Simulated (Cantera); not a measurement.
An adiabatic, constant-pressure homogeneous reactor starts with H2 : O2 : N2 = 1 : 1.09 : 4.09 (molar parts), at 1673 K and 1.20 bar.

Detailed kinetics in Cantera: GRI-Mech 3.0 (53 species, 325 reactions).

x: mole fraction; the columns are a selection and need not sum to one.

```
t (s)     T (K)        x H2    x O2       x NO2         x O       x N2O        x NO      x H2O2
--------  -----  ----------  ------  ----------  ----------  ----------  ----------  ----------
1.00e-6    1673       0.162   0.176      <1e-12     6.55e-7    2.75e-12      <1e-12     1.35e-8
3.98e-6    1673       0.161   0.176      <1e-12    0.000162    2.55e-10    3.71e-11     1.85e-7
1.58e-5    1992      0.0185  0.0934     5.72e-9      0.0339     1.96e-7     2.59e-5     6.45e-7
6.31e-5    2408  (withheld)  0.0938  (withheld)  (withheld)  (withheld)  (withheld)  (withheld)
0.000251   2607     0.00482  0.0965     4.40e-7     0.00725     8.26e-7    0.000757     4.60e-7
0.00100    2609     0.00464  0.0956  (withheld)     0.00689     8.47e-7  (withheld)     4.72e-7
0.00398    2600     0.00455  0.0926     5.62e-6     0.00652     8.81e-7     0.00963     4.58e-7
0.0158     2592     0.00446  0.0896     9.38e-6     0.00616     9.50e-7      0.0162     4.45e-7
0.0631     2591     0.00445  0.0894     9.61e-6     0.00614     9.56e-7      0.0166     4.44e-7
0.251      2591     0.00445  0.0894     9.61e-6     0.00614     9.56e-7      0.0166     4.44e-7
1.00       2591     0.00445  0.0894     9.61e-6     0.00614     9.56e-7      0.0166     4.44e-7
```

Q: Complete the blanks.

A: 
- 6.31e-5, x H2: 0.0107
- 6.31e-5, x NO2: 4.51e-8
- 6.31e-5, x O: 0.0171
- 6.31e-5, x N2O: 3.72e-7
- 6.31e-5, x NO: 0.000138
- 6.31e-5, x H2O2: 2.67e-7
- 0.00100, x NO2: 1.78e-6
- 0.00100, x NO: 0.00303
